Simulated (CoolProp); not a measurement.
Propylene glycol along the isotherm 620 K: Z from the reference equation and from simpler models built on Tc = 674.0 K, pc = 7.292 MPa, ω = 0.327; each cubic takes its own stable root.

Model: reference Helmholtz-energy equation of state, Eisenbach 2021, in CoolProp.

| p (MPa) | phase | reference |
|---|---|---|
| 2.28 | gas | 0.8339 |
| 4.56 | liquid | 0.09966 |
| 6.84 | liquid | 0.1470 |
| 9.11 | liquid | 0.1929 |
| 11.4 | liquid | 0.2384 |
| 13.7 | liquid | 0.2832 |
| 16 | liquid | 0.3274 |
| 18.2 | liquid | 0.3691 |

Problem. How far does each simpler model (van der Waals, Redlich-Kwong, Soave-Redlich-Kwong) lie from the reference over these 8 states: mean and median of the absolute difference, and the worst?

Solution. 
- van der Waals: mean 107.9 %, median 43.5 %, worst +589.9 % at 620 K and 4.56 MPa
- Redlich-Kwong: mean 10.5 %, median 9.7 %, worst +20.8 % at 620 K and 4.56 MPa
- Soave-Redlich-Kwong: mean 6.3 %, median 5.9 %, worst +12.2 % at 620 K and 4.56 MPa

At some of these states van der Waals gives the other phase, because its saturation line lies elsewhere.
